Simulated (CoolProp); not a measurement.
Vapour-liquid equilibrium of acetone (1) + benzene (2) at 4.6 bar; x and y are mole fractions of (1).

Model: multi-fluid Helmholtz-energy mixture model, Lemmon 2006 and Thol 2012; pair parameters Bell 2016, in CoolProp.

```json
[
 {"x": "0.05", "bubble temperature (K)": "408.7", "y at the bubble point": "0.107", "dew temperature at overall composition x (K)": "410.4", "liquid density (mol/L)": "9.629"},
 {"x": "0.15", "bubble temperature (K)": "403.3", "y at the bubble point": "0.276", "dew temperature at overall composition x (K)": "407.3", "liquid density (mol/L)": "9.834"},
 {"x": "0.25", "bubble temperature (K)": "399.1", "y at the bubble point": "0.407", "dew temperature at overall composition x (K)": "404.2", "liquid density (mol/L)": "10.03"},
 {"x": "0.35", "bubble temperature (K)": "395.6", "y at the bubble point": "0.513", "dew temperature at overall composition x (K)": "400.9", "liquid density (mol/L)": "10.24"},
 {"x": "0.45", "bubble temperature (K)": "392.7", "y at the bubble point": "0.605", "dew temperature at overall composition x (K)": "397.7", "liquid density (mol/L)": "10.44"},
 {"x": "0.55", "bubble temperature (K)": "390.1", "y at the bubble point": "0.686", "dew temperature at overall composition x (K)": "394.4", "liquid density (mol/L)": "10.65"},
 {"x": "0.65", "bubble temperature (K)": "387.9", "y at the bubble point": "0.760", "dew temperature at overall composition x (K)": "391.2", "liquid density (mol/L)": "10.88"},
 {"x": "0.75", "bubble temperature (K)": "385.9", "y at the bubble point": "0.830", "dew temperature at overall composition x (K)": "388.2", "liquid density (mol/L)": "11.11"},
 {"x": "0.85", "bubble temperature (K)": "384.0", "y at the bubble point": "0.899", "dew temperature at overall composition x (K)": "385.3", "liquid density (mol/L)": "11.35"},
 {"x": "0.95", "bubble temperature (K)": "382.4", "y at the bubble point": "0.966", "dew temperature at overall composition x (K)": "382.8", "liquid density (mol/L)": "11.61"}
]
```

No azeotrope shows between x = 0.05 and 0.95.

Pair parameters are fitted to limited data, so mixtures are less certain than the pure fluids.
